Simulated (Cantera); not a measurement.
A closed system holds: 1 mol Si, 0.014 mol CO₂, 300 mol N₂, 0.014 mol N₂O, equilibrated at 1350 K and 0.100 bar.

These are equilibrium values from Cantera (NASA tables, ideal gas, pure condensed phases), not measurements of a reactor. Candidate condensed phases: C, Si, SiC, SiO₂, Si₂N₂O, Si₃N₄; 34 gas species. Mutual solubility and eutectic melting of coexisting phases are not modelled. Kinetics and transport are ignored.

**Question.** What is the equilibrium state?

**Answer.** 
```json
{
 "x(N₂)": "1.000",
 "x(CO)": "2.23e-5",
 "n(C(graphite))": "0.00731 mol",
 "n(Si₂N₂O(s))": "0.0353 mol",
 "n(Si₃N₄(s))": "0.310 mol",
 "gas_amount": "299.4 mol",
 "log10 activity of Si(s) (absent)": "-3.17"
}
```
